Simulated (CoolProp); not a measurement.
Vapour-liquid equilibrium of ammonia (1) + benzene (2) at 24.65 °C; x and y are mole fractions of (1).

The numbers come from the multi-fluid Helmholtz-energy mixture model, Gao 2020 and Thol 2012; pair parameters Bell 2016 in CoolProp.

```tsv
x	bubble pressure (kPa)	y at the bubble point	dew pressure at overall composition x (kPa)	liquid density (mol/L)
0.05	…	0.915	13.15	11.62
0.15	383.9	…	14.71	…
0.25	556.7	0.978	16.68	13.70
0.35	665.2	0.982	19.25	14.98
0.45	726.0	0.984	…	16.50
0.55	760.4	0.985	27.82	18.33
0.65	786.9	0.986	35.77	20.57
0.75	819.9	0.988	50.07	23.41
0.85	869.6	0.991	83.39	27.12
0.95	943.9	0.996	249.2	32.17
```

Problem. Complete the blanks.

Solution. 
- 0.05, bubble pressure (kPa): 147.2
- 0.15, y at the bubble point: 0.968
- 0.15, liquid density (mol/L): 12.59
- 0.45, dew pressure at overall composition x (kPa): 22.76

No azeotrope shows between x = 0.05 and 0.95.

Pair parameters are fitted to limited data, so mixtures are less certain than the pure fluids. With so large a gap from Raoult's law the liquid may split in two, which this calculation doesn't test in full.
